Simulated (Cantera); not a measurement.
Mixture: CH₄ : C₂H₆ : O₂ : N₂ = 1 : 0.079 : 2.35 : 8.82 (molar parts), at 0.336 atm, adiabatic and at constant pressure. Ignition delay is the time to a rise of 400 K.

Computed with Cantera and GRI-Mech 3.0 (53 species, 325 reactions).

Problem. Predict: delay at 1150 K; delay at 1250 K; delay at 1350 K; delay at 1450 K; apparent activation energy between 1400 and 1500 K.

Solution. 
- delay at 1150 K: 30.2 ms
- delay at 1250 K: 8.90 ms
- delay at 1350 K: 2.87 ms
- delay at 1450 K: 1.03 ms
- apparent activation energy between 1400 and 1500 K: 170 kJ/mol
